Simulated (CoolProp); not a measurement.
Vapour-liquid equilibrium of ethane (1) + hydrogen chloride (2) at 0.747 MPa; x and y are mole fractions of (1).

The numbers come from the multi-fluid Helmholtz-energy mixture model, Bücker 2006 and Thol 2018; pair parameters Bell 2016 in CoolProp.

```tsv
x	bubble temperature, mixture model (°C)	bubble temperature, Raoult's law (°C)	y, mixture model	y, Raoult's law
0.05	-43.8	-40.7	0.137	0.051
0.2	-48.3	-40.8	0.341	0.203
0.35	-49.7	-40.9	0.431	0.354
0.5	-50.0	-40.9	0.497	0.504
0.65	-49.6	-41.0	0.570	0.654
0.8	-47.9	-41.1	0.682	0.803
0.95	-43.6	-41.2	0.889	0.951
```

The largest gap from Raoult's law is -9.1 K in bubble temperature, at x = 0.5. y crosses x between x = 0.35 and 0.5: the model has an azeotrope there.

The pair parameters rest on a limited set of measurements; away from them the model extrapolates.
